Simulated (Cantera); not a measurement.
Charge: 1 mol Si₂H₆, 0.064 mol HCl, 250 mol N₂, equilibrated at 1100 K and 900 Torr.

These are equilibrium values from Cantera (NASA tables, ideal gas, pure condensed phases), not measurements of a reactor. Candidate condensed phases: NH₄Cl, Si, Si₃N₄; 28 gas species. The feed counts by its element totals alone. N₂ is the only nitrogen source here; it is nearly inert below about 1500 K, so the nitride shown seldom forms there in practice. Equilibrium is a limit: real reactors are often held back by kinetics, nucleation or transport.

### Question
What is the equilibrium state?

### Answer
```json
{
  "x(N₂)": "0.988",
  "x(H₂)": "0.0119",
  "x(HCl)": "0.000254",
  "n(Si₃N₄(s))": "0.667 mol",
  "gas_amount": "251.7 mol",
  "log10 activity of Si(s) (absent)": "-6.06"
}
```
